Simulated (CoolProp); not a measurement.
R113 along the isobar 0.92 MPa: Z from the reference equation and from simpler models built on Tc = 214.1 °C, pc = 3.392 MPa, ω = 0.253; each cubic takes its own stable root.

Model: reference Helmholtz-energy equation of state, Marx 1992, in CoolProp.

| T (°C) | phase | reference |
|---|---|---|
| 71.05 | liquid | 0.04150 |
| 83.25 | liquid | 0.04100 |
| 95.35 | liquid | 0.04062 |
| 107.45 | liquid | 0.04037 |
| 119.65 | liquid | 0.04026 |
| 131.75 | liquid | 0.04032 |
| 143.95 | gas | 0.8196 |
| 156.05 | gas | 0.8403 |
| 168.25 | gas | 0.8574 |
| 180.35 | gas | 0.8717 |
| 192.55 | gas | 0.8841 |
| 204.65 | gas | 0.8948 |
| 216.85 | gas | 0.9042 |

Question: How far does each simpler model (van der Waals, Redlich-Kwong, Soave-Redlich-Kwong, Peng-Robinson) lie from the reference over these 13 states: mean and median of the absolute difference, and the worst?

Answer: 
- van der Waals: mean 616.9 %, median 5.9 %, worst +2024.5 % at 131.75 °C and 0.92 MPa
- Redlich-Kwong: mean 154.1 %, median 2.0 %, worst +1929.5 % at 131.75 °C and 0.92 MPa
- Soave-Redlich-Kwong: mean 4.3 %, median 0.5 %, worst +11.2 % at 131.75 °C and 0.92 MPa
- Peng-Robinson: mean 2.4 %, median 1.3 %, worst -4.8 % at 71.05 °C and 0.92 MPa

At some of these states van der Waals, Redlich-Kwong gives the other phase, because its saturation line lies elsewhere.
